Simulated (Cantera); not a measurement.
An isothermal, constant-pressure homogeneous reactor starts with NO : N2 = 1 : 0.71 (molar parts), at 2123 K and 100.0 Torr. Integrator tolerance rtol = 1e-08.

Computed with Cantera and GRI-Mech 3.0 (53 species, 325 reactions).

```
quantity                                           before                                     after
----------------  ---------------------------------------  ----------------------------------------
x(NO) at 3.00 s     0.0274 (gas-phase equilibrium 0.0116)     0.565 (gas-phase equilibrium 0.00295)
x(NO2) at 3.00 s  1.63e-5 (gas-phase equilibrium 7.01e-6)  0.000166 (gas-phase equilibrium 4.20e-6)
x(N2) at 3.00 s       0.693 (gas-phase equilibrium 0.701)       0.425 (gas-phase equilibrium 0.706)
x(O2) at 3.00 s       0.277 (gas-phase equilibrium 0.285)     0.00948 (gas-phase equilibrium 0.291)
x(N2O) at 3.00 s  4.18e-7 (gas-phase equilibrium 2.23e-7)  0.000116 (gas-phase equilibrium 5.98e-8)
x(O) at 3.00 s    0.00237 (gas-phase equilibrium 0.00240)   1.23e-5 (gas-phase equilibrium 5.08e-5)
```

**Question.** Which change was made?
A. pressure from 100.0 Torr to 750 Torr
B. NO 1 to 0.23 parts
C. temperature 2123 to 1675 K
D. temperature 2123 to 1775 K

**Answer.** C, temperature 2123 to 1675 K
